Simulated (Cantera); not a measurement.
Input: 1 mol SiH4, 0.12 mol N2O, 1.5 mol CO2, equilibrated at 925 K.

Method: chemical equilibrium by Gibbs-energy minimisation in Cantera with the NASA 1993 tables (ideal gas, pure condensed phases). Candidate condensed phases: C, C6H6, C7H8, C8H18, H2O, Si, SiC, SiO2, Si2N2O, Si3N4; 151 gas species. Kinetics and transport are ignored.

x: gas mole fraction; n: condensed amount in mol.

```csv
P (Pa),x H2,x CO,x H2O,x CO2,x CH4,x N2,n C(graphite),n SiO2(β-quartz)
5,0.617,0.346,1.59e-5,1.80e-5,4.32e-6,0.0370,0.380,1.00
17,0.617,0.346,5.39e-5,6.10e-5,1.47e-5,0.0370,0.380,1.00
59,0.617,0.345,0.000187,0.000211,5.10e-5,0.0371,0.381,1.00
210,0.617,0.344,0.000663,0.000747,0.000182,0.0371,0.384,1.00
710,0.617,0.340,0.00222,0.00247,0.000614,0.0372,0.393,1.00
2400,0.616,0.329,?,?,?,0.0377,0.421,1.00
8400,0.612,?,?,?,?,0.0390,?,1.00
29000,0.592,0.235,0.0600,0.0481,0.0231,0.0419,0.623,1.00
100000,0.529,0.159,0.125,0.0764,0.0634,0.0468,0.734,1.00
```

Question: Complete the blanks.

Answer: 
- 2400, x H2O: 0.00723
- 2400, x CO2: 0.00780
- 2400, x CH4: 0.00207
- 8400, x CO: 0.297
- 8400, x H2O: 0.0227
- 8400, x CO2: 0.0222
- 8400, x CH4: 0.00715
- 8400, n C(graphite): 0.496
